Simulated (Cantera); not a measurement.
What does this Cantera script print?

```python
import numpy as np
import cantera as ct

gas = ct.Solution("gri30.yaml")
gas.TPX = 1048, 1000000, {'CH4': 1, 'CO': 0.44, 'O2': 2.58, 'N2': 9.71}
reactor = ct.IdealGasConstPressureReactor(gas, energy="on", clone=False)
net = ct.ReactorNet([reactor])
net.rtol, net.atol = 1e-08, 1e-16
show = ['CH4', 'CO', 'O2', 'HCN', 'OH', 'CO2', 'C2H']
times = np.geomspace(6e-06, 2, 10)

steps = ct.SolutionArray(gas, extra=["t"])
rows = []
print(f"{'t/s':>10s}{'T/K':>9s}{'P/Pa':>11s}" + "".join(f"{s:>11s}" for s in show))
for t in times:
    while net.time < t:
        t_next = net.step()
        steps.append(gas.state, t=t_next)
    rows.append([np.interp(t, steps.t, y) for y in (steps.T, steps.P, *steps(*show).X.T)])
    print(f"{t:10.3e}{rows[-1][0]:9.1f}{rows[-1][1]:11.4g}" + "".join(f"{x:11.3e}" for x in rows[-1][2:]))
rate = np.gradient(steps.T, steps.t)
print("integrator steps:", len(steps.t))
if steps.T.max() > steps.T[0] + 200:
    print(f"time of steepest temperature rise: {steps.t[rate.argmax()]:.4e} s")
gas.TPX = 1048, 1000000, {'CH4': 1, 'CO': 0.44, 'O2': 2.58, 'N2': 9.71}
gas.equilibrate("HP")
print(f"equilibrium (HP): T = {gas.T:.1f} K  " + "  ".join(f"{s} {gas[s].X[0]:.3e}" for s in show))
```

Output:

```
       t/s      T/K       P/Pa        CH4         CO         O2        HCN         OH        CO2        C2H
 6.000e-06   1048.0      1e+06  7.283e-02  3.205e-02  1.879e-01  9.334e-28  1.535e-11  1.220e-09  3.699e-35
 2.465e-05   1048.0      1e+06  7.283e-02  3.205e-02  1.879e-01  1.725e-26  2.025e-11  5.422e-09  8.624e-34
 1.013e-04   1048.0      1e+06  7.283e-02  3.205e-02  1.879e-01  3.296e-25  4.029e-11  2.801e-08  4.873e-32
 4.160e-04   1048.0      1e+06  7.283e-02  3.205e-02  1.879e-01  7.880e-24  1.226e-10  1.785e-07  8.676e-29
 1.709e-03   1048.0      1e+06  7.283e-02  3.205e-02  1.879e-01  1.694e-22  2.836e-10  1.276e-06  1.190e-25
 7.021e-03   1048.2      1e+06  7.280e-02  3.204e-02  1.879e-01  1.581e-21  3.948e-10  8.052e-06  1.141e-23
 2.884e-02   1050.1      1e+06  7.258e-02  3.200e-02  1.877e-01  3.614e-20  1.160e-09  7.653e-05  3.694e-21
 1.185e-01   2597.2      1e+06  2.495e-16  1.118e-02  2.632e-02  1.816e-10  7.683e-03  9.436e-02  1.195e-21
 4.868e-01   2597.2      1e+06  2.495e-16  1.118e-02  2.632e-02  1.816e-10  7.683e-03  9.436e-02  1.195e-21
 2.000e+00   2597.2      1e+06  2.495e-16  1.118e-02  2.632e-02  1.816e-10  7.683e-03  9.436e-02  1.195e-21
integrator steps: 2635
time of steepest temperature rise: 6.8243e-02 s
equilibrium (HP): T = 2597.2 K  CH4 3.319e-16  CO 1.118e-02  O2 2.632e-02  HCN 1.816e-10  OH 7.683e-03  CO2 9.436e-02  C2H 1.314e-21
```

Computed with Cantera and GRI-Mech 3.0 (53 species, 325 reactions).
